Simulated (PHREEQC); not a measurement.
PHREEQC input (ion-association model with all activity coefficients set to 1, phreeqc.dat):

```
SOLUTION 1
  temp 65
  units mol/kgw
  pH 7 charge
  Cl 0.018
  Na 0.018
END
SELECTED_OUTPUT 1
  -reset false
  -pH true
  -pe true
  -ionic_strength true
  -water true
  -totals Ca Cl Fe Na S Fe(2) Fe(3) S(-2) S(6)
  -molalities H+ Ca+2 Na+ Fe+2 Cl- SO4-2 OH- O2 HSO4- S-2
    HS- H2S CaOH+ CaSO4 CaHSO4+ NaOH NaSO4- FeOH+ Fe(OH)3- FeCl+
    FeSO4 FeHSO4+ Fe(HS)2 Fe(HS)3- Fe+3 FeOH+2 Fe(OH)2+ Fe(OH)3 Fe(OH)4- Fe(OH)2
    Fe2(OH)2+4 Fe3(OH)4+5 FeCl+2 FeCl2+ FeCl3 FeSO4+ FeHSO4+2 Fe(SO4)2-
  -equilibrium_phases Gypsum Fe(OH)3(a) Halite
PRINT
  -reset false
USE solution 1
REACTION 1
  Fe2(SO4)3 1
  0 0.0333 0.0667 0.1 0.133 0.167 0.2 0.233 0.267 0.3 0.333 0.367 0.4 moles
EQUILIBRIUM_PHASES 1
  Gypsum 0 0.1
  Fe(OH)3(a) 0 0
  Halite 0 0
  O2(g) -0.68 10
END
```

Selected output (columns that matter, 10 of 13 rows; Fe2(SO4)3 added (mol) added in front):

```
Fe2(SO4)3 added (mol)	pH	mu	Ca	Cl	Fe	Na	S	m_H+	m_Ca+2	m_Na+	m_Cl-	m_OH-	m_CaSO4	Gypsum
0	6.6217	0.036465	0.0097847	0.017994	0	0.017994	0.0097847	2.3892e-07	0.004858	0.017513	0.017994	5.2556e-07	0.0049266	0.090212
0.0333	2.7773	0.096654	0.0064053	0.017999	0.066595	0.017999	0.1063	0.00167	0.0013525	0.01638	0.017802	7.5086e-11	0.0049406	0.093594
0.1	2.7525	0.18828	0.0059455	0.018001	0.20001	0.018001	0.30596	0.0017682	0.00086076	0.015571	0.017666	7.0736e-11	0.0049653	0.094055
0.133	2.739	0.2289	0.0058879	0.018001	0.26602	0.018001	0.40492	0.0018239	0.00078725	0.015372	0.017608	6.8495e-11	0.0049772	0.094113
0.167	2.7256	0.26931	0.0058567	0.018002	0.33403	0.018002	0.50691	0.0018809	0.00073978	0.015224	0.01755	6.634e-11	0.0049893	0.094144
0.233	2.7019	0.34529	0.0058333	0.018003	0.46607	0.018003	0.70494	0.0019864	0.00068522	0.015028	0.017442	6.2668e-11	0.0050127	0.094168
0.267	2.6909	0.38364	0.0058312	0.018003	0.53409	0.018003	0.80697	0.0020377	0.00066729	0.014956	0.017387	6.1016e-11	0.0050247	0.09417
0.3	2.6808	0.42051	0.0058329	0.018004	0.60012	0.018004	0.90601	0.0020856	0.00065372	0.014898	0.017335	5.9548e-11	0.0050364	0.094168
0.367	2.6621	0.49464	0.0058437	0.018004	0.73417	0.018004	1.1071	0.0021771	0.0006338	0.014806	0.017231	5.6911e-11	0.0050602	0.094158
0.4	2.6537	0.53087	0.0058515	0.018005	0.8002	0.018005	1.2062	0.0022196	0.00062655	0.01477	0.01718	5.5757e-11	0.0050719	0.09415
```

Away from 25 °C the constants follow the database's enthalpies or fits; those with neither stay at their 25 °C values.
